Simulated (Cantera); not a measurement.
## Ignition delay

Mixture: 23.9 % CO, 23.0 % H2, 11.2 % O2, 41.9 % N2, at 17.8 atm, adiabatic and at constant pressure. Ignition delay is the time to a rise of 400 K.

Computed with Cantera and GRI-Mech 3.0 (53 species, 325 reactions). The hydrogen kinetics of GRI-Mech 3.0 are dated; newer H2 mechanisms differ, most at raised pressure. The pressure lies above the range GRI-Mech 3.0 was tuned for (to about 10 atm).

```
T0 (K)  delay (ms)
------  ----------
950           7.74
1000          2.41
1050         0.818
1100         0.295
1150         0.110
1200        0.0414
```

```json
{
  "apparent activation energy between 1100 and 1200 K": "220 kJ/mol"
}
```
